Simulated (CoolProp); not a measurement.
Vapour-liquid equilibrium of sulfur hexafluoride (1) + CH2F2 (R32) (2) at -26.25 °C; x and y are mole fractions of (1).

Model: multi-fluid Helmholtz-energy mixture model, Guder 2009 and Tillner-Roth 1997; pair parameters Bell 2016, in CoolProp.

```
x     bubble pressure (kPa)  y at the bubble point  dew pressure at overall composition x (kPa)  liquid density (mol/L)
----  ---------------------  ---------------------  -------------------------------------------  ----------------------
0.05                  496.9                  0.362                                        335.4                   20.91
0.15                  672.8                  0.543                                        375.1                   19.15
0.25                  730.6                  0.590                                        424.5                   17.64
0.35                  746.5                  0.604                                        487.8                   16.35
0.45                  750.8                  0.610                                        571.1                   15.25
0.55                  753.2                  0.616                                        681.3                   14.33
0.65                  754.0                  0.629                                        749.6                   13.55
0.75                  747.0                  0.658                                        699.7                   12.92
0.85                  717.8                  0.718                                        640.8                   12.40
0.95                  636.9                  0.857                                        585.7                   11.98
```

y crosses x between x = 0.55 and 0.65: the model has an azeotrope there.

The pair parameters rest on a limited set of measurements; away from them the model extrapolates. With so large a gap from Raoult's law the liquid may split in two, which this calculation doesn't test in full.
